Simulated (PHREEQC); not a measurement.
Dissolve 0.17 mol Cu(NO3)2, 0.00043 mol HCl and 0.0031 mol KCl per kg of water at 25 °C. Closed to the air; pH follows from the charge balance.

The numbers come from PHREEQC with the ion-association model, phreeqc.dat.

```csv
quantity,before,after
pH,3.48,4.05
ionic strength (mol/kgw),0.513,0.512
Cl- (mol/kgw),0.00317,0.00282
CuCl+ (mol/kgw),0.000359,0.000319
Cu2(OH)2+2 (mol/kgw),2.36e-6,3.31e-5
CuOH+ (mol/kgw),1.93e-6,7.22e-6
SI of Sylvite (KCl),-6.29,-6.34
```

Task: Which change was made?
A) HCl from 0.00043 to 4.3e-05 mol/kgw
B) HCl from 0.00043 to 0.000215 mol/kgw
C) 0.0021 mol/kgw HF added
D) temperature from 25 to 15 °C
E) diluted 2-fold with water

Result: A, HCl from 0.00043 to 4.3e-05 mol/kgw

This is a speciation only: nothing precipitates in the calculation.
